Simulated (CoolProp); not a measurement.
Tetrahydrofuran at several states: density (kg/m³) from the reference equation and from simpler models built on Tc = 540.2 K, pc = 5.304 MPa, ω = 0.234; each cubic takes its own stable root.

Computed with CoolProp (reference Helmholtz-energy equation of state, Fiedler 2023).

```json
[
 {"T (K)": "288.8", "p (MPa)": "0.0308", "phase": "liquid", "reference": "892.2", "van der Waals": "0.9317", "Peng-Robinson": "932.3"},
 {"T (K)": "441", "p (MPa)": "0.015", "phase": "gas", "reference": "0.2955", "van der Waals": "0.2954", "Peng-Robinson": "0.2956"},
 {"T (K)": "497.7", "p (MPa)": "6.51", "phase": "liquid", "reference": "624.1", "van der Waals": "403.0", "Peng-Robinson": "615.3"},
 {"T (K)": "201.7", "p (MPa)": "0.0194", "phase": "liquid", "reference": "[?]", "van der Waals": "[?]", "Peng-Robinson": "[?]"},
 {"T (K)": "436.1", "p (MPa)": "0.0167", "phase": "gas", "reference": "0.3328", "van der Waals": "0.3326", "Peng-Robinson": "0.3328"},
 {"T (K)": "256.7", "p (MPa)": "9.03", "phase": "liquid", "reference": "932.6", "van der Waals": "577.2", "Peng-Robinson": "966.6"}
]
```

Problem. Complete the blanks.

Solution. 
- 201.7, reference: 984.8
- 201.7, van der Waals: 595.0
- 201.7, Peng-Robinson: 1002

At some of these states van der Waals gives the other phase, because its saturation line lies elsewhere.
